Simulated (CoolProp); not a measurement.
Properties of n-perfluoropentane along the isobar 4950 kPa (Tc = 147.9 °C, pc = 2063 kPa, ω = 0.436).

Model: reference Helmholtz-energy equation of state, Gao 2022, in CoolProp.

| T (°C) | phase | cv (kJ/(kg K)) | speed of sound (m/s) | isothermal compressibility (1/MPa) |
|---|---|---|---|---|
| 134.15 | liquid | 0.9652 | 218.6 | 0.02195 |
| 141.85 | liquid | 0.9753 | 200.0 | 0.02726 |
| 149.55 | supercritical | 0.9856 | 182.1 | 0.03437 |
| 157.35 | supercritical | 0.9961 | 164.8 | 0.04413 |
| 165.05 | supercritical | 1.007 | 148.8 | 0.05734 |
| 172.75 | supercritical | 1.017 | 134.0 | 0.07553 |
| 180.45 | supercritical | 1.027 | 120.8 | 0.1004 |
| 188.25 | supercritical | 1.037 | 109.4 | 0.1333 |
| 195.95 | supercritical | 1.045 | 100.8 | 0.1713 |
| 203.65 | supercritical | 1.051 | 95.24 | 0.2076 |
| 211.35 | supercritical | 1.055 | 92.67 | 0.2345 |
| 219.15 | supercritical | 1.059 | 92.32 | 0.2497 |
| 226.85 | supercritical | 1.061 | 93.40 | 0.2554 |
